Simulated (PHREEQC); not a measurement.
Solution (25 °C): 1.2 mmol/kgw CuSO4, 0.43 mmol/kgw HCl and 4.3 mmol/kgw NaCl. Closed to the air; pH follows from the charge balance.

Model: ion-association model, wateq4f.dat, run in PHREEQC.

No solid was allowed to form.

Problem. What pH does the model give?

Solution. pH 3.43.

Problem. In which forms is S present?

Solution. SO4-2 87 %, CuSO4 9.0 %, HSO4- 2.3 %, NaSO4- 1.3 % of the S.

Species that the database lacks are ignored.
